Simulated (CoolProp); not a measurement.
Vapour-liquid equilibrium of n-octane (1) + ethylbenzene (2) at 294.9 K; x and y are mole fractions of (1).

The numbers come from the multi-fluid Helmholtz-energy mixture model, Beckmüller 2019 and Zhou 2012; pair parameters Bell 2016 in CoolProp.

**Question.** Give the bubble pressure and the first vapour's composition at x = 0.25, 0.55, 0.75. Is there an azeotrope?

**Answer.** x = 0.25: 1.299 kPa, y = 0.373; x = 0.55: 1.462 kPa, y = 0.632; x = 0.75: 1.525 kPa, y = 0.784. No azeotrope shows between x = 0.05 and 0.95.

The pair parameters rest on a limited set of measurements; away from them the model extrapolates.
